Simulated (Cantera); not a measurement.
A closed system holds: 1 mol SiO2, 0.52 mol F2, 34 mol N2, 2.8 mol HCl, held at 1330 Pa.

Method: chemical equilibrium by Gibbs-energy minimisation in Cantera with the NASA 1993 tables (ideal gas, pure condensed phases). Candidate condensed phases: H2O, NH4Cl, Si, SiO2, Si2N2O, Si3N4; 72 gas species. The tables hold silica as quartz up to 1696 K and as liquid above; real silica turns to tridymite and cristobalite and melts near 1996 K. Rates play no part.

Question: What share of the Si ends up in condensed phases as a function of T (K), at 775, 875, 975, 1075, 1175, 1275, 1375, 1475, 1575, 1675, 1775, 1875?

Answer: 
```csv
T (K),Si condensed (%),as
775,85.6,SiO2(α-quartz)
875,86.9,SiO2(β-quartz)
975,87.5,SiO2(β-quartz)
1075,87.8,SiO2(β-quartz)
1175,88.2,SiO2(β-quartz)
1275,89.0,SiO2(β-quartz)
1375,90.6,SiO2(β-quartz)
1475,92.9,SiO2(β-quartz)
1575,95.3,SiO2(β-quartz)
1675,97.2,SiO2(β-quartz)
1775,98.3,SiO2(condensed)
1875,98.5,SiO2(condensed)
```
